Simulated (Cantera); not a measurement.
Charge: 1 mol SiH2Cl2, 3.4 mol N2, held at 61.0 Pa.

Cantera equilibrium calculation (NASA polynomials, part measured and part estimated; ideal gas, pure solids and liquids). Candidate condensed phases: NH4Cl, Si, Si3N4; 28 gas species. N2 is the only nitrogen source here; it is nearly inert below about 1500 K, so the nitride shown seldom forms there in practice. Rates play no part.

Over these rows the condensed part is Si3N4(s). Partial pressures as log10 of bar:

```json
[
 {"T (K)": "1325", "1000/T (1/K)": "0.7547", "log p Si": "-11.75", "log p N2": "-3.43", "log p HCl": "-3.81", "log p H2": "-4.33", "log p SiCl2": "-4.57"},
 {"T (K)": "1375", "1000/T (1/K)": "0.7273", "log p Si": "-10.76", "log p N2": "-3.43", "log p HCl": "-3.86", "log p H2": "-4.27", "log p SiCl2": "-4.37"},
 {"T (K)": "1425", "1000/T (1/K)": "0.7018", "log p Si": "-9.84", "log p N2": "-3.43", "log p HCl": "-3.94", "log p H2": "-4.20", "log p SiCl2": "-4.25"},
 {"T (K)": "1475", "1000/T (1/K)": "0.6780", "log p Si": "-8.98", "log p N2": "-3.43", "log p HCl": "-4.03", "log p H2": "-4.14", "log p SiCl2": "-4.16"},
 {"T (K)": "1525", "1000/T (1/K)": "0.6557", "log p Si": "-8.18", "log p N2": "-3.43", "log p HCl": "-4.13", "log p H2": "-4.09", "log p SiCl2": "-4.11"},
 {"T (K)": "1575", "1000/T (1/K)": "0.6349", "log p Si": "?", "log p N2": "-3.42", "log p HCl": "-4.23", "log p H2": "-4.06", "log p SiCl2": "-4.07"}
]
```

Q: Fit log p(Si) = a + b·(1000/T) to the five rows, give the apparent enthalpy, and predict the row at 1575 K.

A: Means: 1000/T = 0.7035, log p = -9.902. Sxy = -0.220966, Sxx = 0.0061259, so b = -36.07 and a = -9.902 − (-36.07)×0.7035 = 15.47.
Apparent enthalpy: −19.145 × (-36.07) = 691 kJ/mol. With the condensed phases at unit activity, 1/3 Si3N4(s) = Si(g) + 2/3 N2(g) links this pressure to the main gases: over the six rows their terms move log p by -0.01 in all, so the slope is close to that reaction's ΔH°. The five rows lie within 0.01 of the line.
Prediction at 1575 K: 15.47 + (-36.07)×0.6349 = -7.43. The computed value is -7.43, 0.00 from the line.
